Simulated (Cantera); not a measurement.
Cantera with NASA thermochemical tables; ideal gases at 1 bar, condensed phases pure. Values are per mole of reaction as written; species without (g) are pure solids or liquids, kept so even where they would boil at 1 bar.

Problem. Between 300 and 1373 K, where is each reaction favourable under standard conditions?
- 6 C + 3 H₂(g) → C₆H₆(g)
- 3 CH₄(g) + 9 C → 2 C₆H₆(g)

Solution. 
- 6 C + 3 H₂(g) → C₆H₆(g): ΔG° is 130 kJ at 300 K and 335 kJ at 1373 K; it stays positive (K < 1). ΔH° is 61 kJ and ΔS° -199 J/K at 1373 K.
- 3 CH₄(g) + 9 C → 2 C₆H₆(g): ΔG° is 411 kJ at 300 K and 488 kJ at 1373 K; it stays positive (K < 1). ΔH° is 394 kJ and ΔS° -68 J/K at 1373 K.
